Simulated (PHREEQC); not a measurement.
Dissolve 16 mmol/kgw Al2(SO4)3, 0.61 mmol/kgw CaCl2 and 37 mmol/kgw Na2SO4 at 10 °C. Closed to the air; pH follows from the charge balance.

Equilibrium calculation in PHREEQC: ion-association model, phreeqc.dat.

Each row changes one thing in this solution. Precipitation was switched off in this run.

```json
[
 {"case": "as made", "pH": "4.37", "ionic strength (mol/kgw)": "0.151", "Na+ (mol/kgw)": "0.0696", "SO4-2 (mol/kgw)": "0.0426", "AlSO4+ (mol/kgw)": "0.0206", "Al(SO4)2- (mol/kgw)": "0.00854", "SI of Gibbsite (Al(OH)3)": "+0.75", "SI of Gypsum (CaSO4:2H2O)": "-1.17"},
 {"case": "diluted 2-fold with water", "pH": "4.40", "ionic strength (mol/kgw)": "0.0815", "Na+ (mol/kgw)": "0.0355", "SO4-2 (mol/kgw)": "0.0236", "AlSO4+ (mol/kgw)": "0.0111", "Al(SO4)2- (mol/kgw)": "0.00311", "SI of Gibbsite (Al(OH)3)": "+0.76", "SI of Gypsum (CaSO4:2H2O)": "-1.53"},
 {"case": "diluted 5-fold with water", "pH": "4.44", "ionic strength (mol/kgw)": "0.0360", "Na+ (mol/kgw)": "0.0144", "SO4-2 (mol/kgw)": "0.0105", "AlSO4+ (mol/kgw)": "0.00462", "Al(SO4)2- (mol/kgw)": "0.000732", "SI of Gibbsite (Al(OH)3)": "+0.79", "SI of Gypsum (CaSO4:2H2O)": "-2.03"},
 {"case": "temperature from 10 to 75 °C", "pH": "3.71", "ionic strength (mol/kgw)": "0.143", "Na+ (mol/kgw)": "0.0687", "SO4-2 (mol/kgw)": "0.0399", "AlSO4+ (mol/kgw)": "0.0200", "Al(SO4)2- (mol/kgw)": "0.00918", "SI of Gibbsite (Al(OH)3)": "+1.77", "SI of Gypsum (CaSO4:2H2O)": "-1.20"},
 {"case": "diluted 10-fold with water", "pH": "4.48", "ionic strength (mol/kgw)": "0.0194", "Na+ (mol/kgw)": "0.00729", "SO4-2 (mol/kgw)": "0.00563", "AlSO4+ (mol/kgw)": "0.00229", "Al(SO4)2- (mol/kgw)": "0.000225", "SI of Gibbsite (Al(OH)3)": "+0.82", "SI of Gypsum (CaSO4:2H2O)": "-2.44"}
]
```

Some of these states are supersaturated (in Gibbsite (slow to form), for instance). Away from 25 °C the constants follow the database's enthalpies or fits; those with neither stay at their 25 °C values.
